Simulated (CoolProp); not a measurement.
Saturated liquid density (kg/m³) of R22: the reference equation beside estimates from Tc = 96.1 °C, pc = 4.990 MPa, ω = 0.221.

Values from CoolProp's reference Helmholtz-energy equation of state, Kamei 1995.

```
T (°C)  reference  Soave-Redlich-Kwong  Peng-Robinson
------  ---------  -------------------  -------------
-3.55        1293                 1166           1321
3.55         1269                 1140           1293
10.65        1244                 1114           1263
17.75        1218                 1085           1232
24.85        1191                 1055           1198
31.95        1163                 1023           1162
39.05        1133                989.2           1123
46.15        1101                952.3           1080
53.25        1066                912.2           1034
60.35        1028                868.4          983.1
```

Absolute difference from the reference over all 10 rows, mean and median: Soave-Redlich-Kwong 12.1 and 11.7 %, Peng-Robinson 1.8 and 1.7 %.
